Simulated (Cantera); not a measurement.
Input (Python, Cantera):

```python
import numpy as np
import cantera as ct

gas = ct.Solution("gri30.yaml")
gas.TPX = 1575, 1700000, {'CH4': 1, 'C2H6': 0.11, 'O2': 4.42, 'N2': 11.5}
reactor = ct.IdealGasReactor(gas, energy="on", clone=False)
net = ct.ReactorNet([reactor])
net.rtol, net.atol = 1e-08, 1e-16
show = ['CH4', 'C2H6', 'O2', 'C2H', 'H2', 'CH2O']
times = np.geomspace(4e-06, 0.3, 11)

steps = ct.SolutionArray(gas, extra=["t"])
rows = []
print(f"{'t/s':>10s}{'T/K':>9s}{'P/Pa':>11s}" + "".join(f"{s:>11s}" for s in show))
for t in times:
    while net.time < t:
        t_next = net.step()
        steps.append(gas.state, t=t_next)
    rows.append([np.interp(t, steps.t, y) for y in (steps.T, steps.P, *steps(*show).X.T)])
    print(f"{t:10.3e}{rows[-1][0]:9.1f}{rows[-1][1]:11.4g}" + "".join(f"{x:11.3e}" for x in rows[-1][2:]))
rate = np.gradient(steps.T, steps.t)
print("integrator steps:", len(steps.t))
if steps.T.max() > steps.T[0] + 200:
    print(f"time of steepest temperature rise: {steps.t[rate.argmax()]:.4e} s")
gas.TPX = 1575, 1700000, {'CH4': 1, 'C2H6': 0.11, 'O2': 4.42, 'N2': 11.5}
gas.equilibrate("UV")
print(f"equilibrium (UV): T = {gas.T:.1f} K  " + "  ".join(f"{s} {gas[s].X[0]:.3e}" for s in show))
```

Output:

```
       t/s      T/K       P/Pa        CH4       C2H6         O2        C2H         H2       CH2O
 4.000e-06   1575.8  1.701e+06  5.827e-02  6.163e-03  2.590e-01  1.797e-13  1.007e-04  2.443e-04
 1.229e-05   1728.5  1.881e+06  4.300e-02  2.540e-03  2.397e-01  5.625e-09  5.114e-03  4.268e-03
 3.776e-05   3009.4  3.314e+06  1.197e-15  2.665e-29  1.100e-01  9.116e-20  2.925e-03  4.228e-10
 1.160e-04   2985.9  3.284e+06  1.064e-15  2.173e-29  1.031e-01  6.571e-20  2.822e-03  3.875e-10
 3.565e-04   2980.1  3.277e+06  1.033e-15  2.063e-29  1.015e-01  6.052e-20  2.797e-03  3.792e-10
 1.095e-03   2980.0  3.277e+06  1.032e-15  2.062e-29  1.014e-01  6.048e-20  2.797e-03  3.791e-10
 3.366e-03   2980.0  3.277e+06  1.032e-15  2.062e-29  1.014e-01  6.048e-20  2.797e-03  3.791e-10
 1.034e-02   2980.0  3.277e+06  1.032e-15  2.062e-29  1.014e-01  6.048e-20  2.797e-03  3.791e-10
 3.178e-02   2980.0  3.277e+06  1.032e-15  2.062e-29  1.014e-01  6.048e-20  2.797e-03  3.791e-10
 9.764e-02   2980.0  3.277e+06  1.032e-15  2.062e-29  1.014e-01  6.048e-20  2.797e-03  3.791e-10
 3.000e-01   2980.0  3.277e+06  1.032e-15  2.062e-29  1.014e-01  6.048e-20  2.797e-03  3.791e-10
integrator steps: 1784
time of steepest temperature rise: 1.4100e-05 s
equilibrium (UV): T = 2980.0 K  CH4 1.415e-15  C2H6 3.856e-29  O2 1.014e-01  C2H 6.538e-20  H2 2.797e-03  CH2O 3.791e-10
```

Computed with Cantera and GRI-Mech 3.0 (53 species, 325 reactions). The pressure lies above the range GRI-Mech 3.0 was tuned for (to about 10 atm). Above 3000 K some thermodynamic fits are extrapolated.
